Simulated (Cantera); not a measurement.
A freely propagating, adiabatic, planar premixed flame of H2 : O2 : N2 = 1 : 0.385 : 1.58 (molar parts), unburnt at 498 K and 518 Torr; mixture-averaged transport, grid criteria slope 0.08 and curve 0.16, no radiation.

Detailed kinetics in Cantera: the H2/O2 subset of GRI-Mech 3.0, which has no nitrogen chemistry. Burning velocities carry a grid error of a few per cent, more on coarse grids.

### Question
What does this change do: inlet temperature 498 to 325 K?

### Answer
```
quantity                    before     after
------------------------  --------  --------
laminar burning velocity  567 cm/s  294 cm/s
thermal thickness         0.712 mm  0.565 mm
peak x(HO2)               0.000267  0.000382
peak x(H)                   0.0771    0.0661
peak x(H2O2)               2.21e-5   9.95e-5
```

### Question
What does this change do: inlet temperature 498 to 450 K?

### Answer
```json
[
 {"quantity": "laminar burning velocity", "before": "567 cm/s", "after": "481 cm/s"},
 {"quantity": "thermal thickness", "before": "0.712 mm", "after": "0.678 mm"},
 {"quantity": "peak x(HO2)", "before": "0.000267", "after": "0.000302"},
 {"quantity": "peak x(H)", "before": "0.0771", "after": "0.0740"},
 {"quantity": "peak x(H2O2)", "before": "2.21e-5", "after": "3.59e-5"}
]
```
